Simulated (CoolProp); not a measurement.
A Linde-Hampson liquefier for CF4 (R14): isothermal reversible compression at 280 K from 1 atm to 25 MPa, throttling to 1 atm, return gas leaving the recuperator 0 K below the feed. Each further row changes one setting.

Computed with CoolProp (reference Helmholtz-energy equation of state, Platzer 1990). This equation is an older, rougher fit; its heat capacities, sound speeds and derivatives of the liquid may be far off and weren't checked against measurements.

```json
[
 {"case": "as stated", "liquid yield per pass": "0.341", "compression work (kJ/kg of gas)": "126"},
 {"case": "as stated", "liquid yield per pass": "0.341", "compression work (kJ/kg of gas)": "126"},
 {"case": "high pressure 50 MPa", "liquid yield per pass": "___", "compression work (kJ/kg of gas)": "___"},
 {"case": "warm-end temperature 310 K", "liquid yield per pass": "0.263", "compression work (kJ/kg of gas)": "___"},
 {"case": "warm-end gap 5 K", "liquid yield per pass": "___", "compression work (kJ/kg of gas)": "126"}
]
```

**Question.** Fill in the missing entries.

**Answer.** 
- high pressure 50 MPa, liquid yield per pass: 0.334
- high pressure 50 MPa, compression work (kJ/kg of gas): 148
- warm-end temperature 310 K, compression work (kJ/kg of gas): 147
- warm-end gap 5 K, liquid yield per pass: 0.330
